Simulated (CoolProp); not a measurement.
Vapour-liquid equilibrium of n-hexane (1) + hexamethyldisiloxane (MM) (2) at 322.2 K; x and y are mole fractions of (1).

Values from CoolProp's multi-fluid Helmholtz-energy mixture model, Thol 2019 and Thol 2016; pair parameters Bell 2016.

```tsv
x	bubble pressure, mixture model (MPa)	bubble pressure, Raoult's law (MPa)	y, mixture model	y, Raoult's law
0.05	0.01838	0.01865	0.126	0.140
0.15	0.02130	0.02218	0.322	0.353
0.25	0.02422	0.02572	0.472	0.508
0.35	(withheld)	0.02926	(withheld)	0.625
0.45	0.03051	0.03280	0.695	0.717
0.55	0.03401	0.03633	0.780	0.791
0.65	(withheld)	0.03987	0.851	0.852
0.75	0.04179	0.04341	0.908	0.903
0.85	0.04597	0.04695	0.952	0.946
0.95	0.05019	0.05048	0.987	0.983
```

Q: Fill in the missing entries.

A: 
- 0.35, bubble pressure, mixture model (MPa): 0.02727
- 0.35, y, mixture model: 0.594
- 0.65, bubble pressure, mixture model (MPa): 0.03778

The largest gap from Raoult's law is -7.0 % in bubble pressure, at x = 0.45. No azeotrope shows between x = 0.05 and 0.95.

Pair parameters are fitted to limited data, so mixtures are less certain than the pure fluids.
